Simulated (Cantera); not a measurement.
Feed: 1 mol c-C4F8, 0.49 mol CH4, 0.73 mol H2, 0.043 mol Si, held at 25.0 mbar.

Equilibrium computed with Cantera from the NASA thermochemical tables; the gas is ideal and each condensed phase is pure. Candidate condensed phases: C, C6H6, C7H8, C8H18, Si, SiC; 113 gas species. The feed counts by its element totals alone. The tables' values for SiF3 are old estimates; treat these amounts as uncertain. Gases not in the tables: C2F6 and larger saturated fluorocarbons. The numbers say what is thermodynamically allowed, not how fast it happens.

x: gas mole fraction; n: condensed amount in mol.

| T (°C) | x HF | x CF4 | x CF2 | x F | x SiF4 | x CF3 | n C(graphite) |
|---|---|---|---|---|---|---|---|
| 1150 | 0.749 | 0.241 | 3.95e-5 | 5.57e-6 | 0.00942 | 1.01e-5 | 3.39 |
| 1225 | 0.749 | 0.241 | 0.000129 | 2.13e-5 | 0.00942 | 2.65e-5 | 3.39 |
| 1300 | 0.749 | 0.241 | ? | ? | 0.00942 | ? | 3.39 |
| 1375 | 0.749 | 0.241 | 0.000987 | 0.000215 | 0.00941 | 0.000138 | 3.39 |
| 1450 | 0.748 | 0.239 | 0.00238 | 0.000587 | 0.00940 | 0.000283 | 3.38 |
| 1525 | 0.746 | 0.237 | 0.00531 | 0.00147 | 0.00938 | 0.000542 | 3.38 |
| 1600 | 0.743 | 0.232 | 0.0110 | 0.00343 | 0.00934 | 0.000976 | 3.37 |
| 1675 | 0.737 | 0.224 | ? | ? | 0.00926 | ? | 3.34 |
| 1750 | 0.726 | 0.209 | 0.0389 | 0.0151 | 0.00912 | 0.00263 | 3.31 |
| 1825 | 0.708 | 0.185 | 0.0657 | 0.0287 | 0.00889 | 0.00387 | 3.26 |
| 1900 | 0.681 | 0.151 | 0.102 | 0.0512 | 0.00856 | 0.00519 | 3.19 |
| 1975 | 0.646 | 0.110 | 0.144 | 0.0848 | 0.00811 | 0.00617 | 3.11 |
| 2050 | 0.606 | 0.0672 | 0.181 | 0.130 | 0.00761 | 0.00628 | 3.04 |
| 2125 | 0.569 | 0.0335 | 0.198 | 0.182 | 0.00713 | 0.00535 | 3.04 |

**Question.** Fill in the missing entries.

**Answer.** 
- 1675, x CF2: 0.0214
- 1675, x F: 0.00743
- 1675, x CF3: 0.00165
- 1300, x CF2: 0.000375
- 1300, x F: 7.14e-5
- 1300, x CF3: 6.31e-5
